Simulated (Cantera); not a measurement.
Feed: 1 mol borazine, 0.37 mol NH3, 2.8 mol H2, 26 mol N2, held at 950 °C and 0.00133 bar.

Method: chemical equilibrium by Gibbs-energy minimisation in Cantera with the NASA 1993 tables (ideal gas, pure condensed phases). Candidate condensed phases: B, BN; 15 gas species. The feed counts by its element totals alone. Equilibrium is a limit: real reactors are often held back by kinetics, nucleation or transport.

Base state: N2 0.805, H2 0.195 (mole fractions); condensed: BN(s).

### Question
What changes in the equilibrium state with this change: temperature from 950 °C to 2002 °C?

### Answer
```tsv
species	before	after
N2	0.805	0.774
H2	0.195	0.135
H	3.64e-6	0.0853
B	<1e-9	0.00554
BH2	<1e-9	0.000251
BN	<1e-9	0.000104
BH	<1e-9	6.99e-5
BN(s), mol	3.00	0
B(s), mol	0	2.79
```
The tables' values for BH2 are old estimates; treat these amounts as uncertain.
